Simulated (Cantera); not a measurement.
A closed system holds: 1 mol Al, 1.8 mol HCl, 0.52 mol N₂, at 0.0100 bar.

Equilibrium computed with Cantera from the NASA thermochemical tables; the gas is ideal and each condensed phase is pure. Candidate condensed phases: Al, AlCl₃, AlN, NH₄Cl; 20 gas species. Equilibrium is a limit: real reactors are often held back by kinetics, nucleation or transport.

Over these rows the condensed part is AlN(s). Partial pressures as log10 of bar:

```tsv
T (K)	1000/T (1/K)	log p AlCl	log p H₂	log p AlCl₃	log p N₂	log p HCl
1000	1.0000	-9.55	-2.37	-2.55	-2.82	-2.85
1050	0.9524	?	-2.37	-2.55	-2.82	-2.86
1100	0.9091	-7.90	-2.37	-2.55	-2.81	-2.87
1150	0.8696	-7.18	-2.37	-2.55	-2.81	-2.88
1200	0.8333	-6.52	-2.37	-2.54	-2.81	-2.88
1250	0.8000	-5.92	-2.37	-2.54	-2.81	-2.89
```

Q: Fit log p(AlCl) = a + b·(1000/T) to the five rows, give the apparent enthalpy, and predict the row at 1050 K.

A: Means: 1000/T = 0.8824, log p = -7.414. Sxy = -0.434166, Sxx = 0.0239071, so b = -18.16 and a = -7.414 − (-18.16)×0.8824 = 8.61.
Apparent enthalpy: −19.145 × (-18.16) = 348 kJ/mol. With the condensed phases at unit activity, 2/3 AlN(s) + 1/3 AlCl₃(g) = AlCl(g) + 1/3 N₂(g) links this pressure to the main gases: over the six rows their terms move log p by +0.00 in all, so the slope is close to that reaction's ΔH°. The five rows lie within 0.01 of the line.
Prediction at 1050 K: 8.61 + (-18.16)×0.9524 = -8.69. The computed value is -8.69, 0.00 from the line.
